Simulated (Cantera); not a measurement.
A closed system holds: 1 mol SiO2, 0.93 mol H2, 0.78 mol N2, held at 101000 Pa.

Equilibrium computed with Cantera from the NASA thermochemical tables; the gas is ideal and each condensed phase is pure. Candidate condensed phases: H2O, Si, SiO2, Si2N2O, Si3N4; 35 gas species. N2 is the only nitrogen source here; it is nearly inert below about 1500 K, so the nitride shown seldom forms there in practice. Mutual solubility and eutectic melting of coexisting phases are not modelled. The tables hold silica as quartz up to 1696 K and as liquid above; real silica turns to tridymite and cristobalite and melts near 1996 K. Rates play no part.

log p: log10 of the partial pressure in bar; n: condensed amount in mol.

| T (K) | log p H2 | log p N2 | log p H2O | log p NH3 | log p H | log p SiO | n SiO2(β-quartz) | n Si2N2O(s) |
|---|---|---|---|---|---|---|---|---|
| 1025 | -0.26 | -0.34 | -4.14 | -3.86 | -8.49 | <-11 | 1.000 | … |
| 1075 | -0.26 | -0.34 | -4.04 | -3.99 | -7.96 | <-11 | 1.000 | … |
| 1125 | -0.26 | -0.34 | -3.95 | -4.11 | -7.48 | -11.40 | 1.000 | … |
| 1175 | -0.26 | -0.34 | -3.87 | -4.22 | -7.04 | -10.40 | 1.000 | … |
| 1225 | -0.26 | -0.34 | -3.80 | -4.32 | -6.64 | -9.48 | 1.000 | … |
| 1275 | -0.26 | -0.34 | -3.73 | -4.42 | -6.26 | -8.64 | 1.000 | … |
| 1325 | -0.26 | -0.34 | -3.67 | -4.51 | -5.92 | -7.85 | 1.000 | … |
| 1375 | -0.26 | -0.34 | -3.61 | -4.59 | -5.59 | -7.13 | 1.000 | … |

Complete the blanks.


- 1025, n Si2N2O(s): 0
- 1075, n Si2N2O(s): 5.09e-5
- 1125, n Si2N2O(s): 6.25e-5
- 1175, n Si2N2O(s): 7.54e-5
- 1225, n Si2N2O(s): 8.95e-5
- 1275, n Si2N2O(s): 0.000105
- 1325, n Si2N2O(s): 0.000121
- 1375, n Si2N2O(s): 0.000138
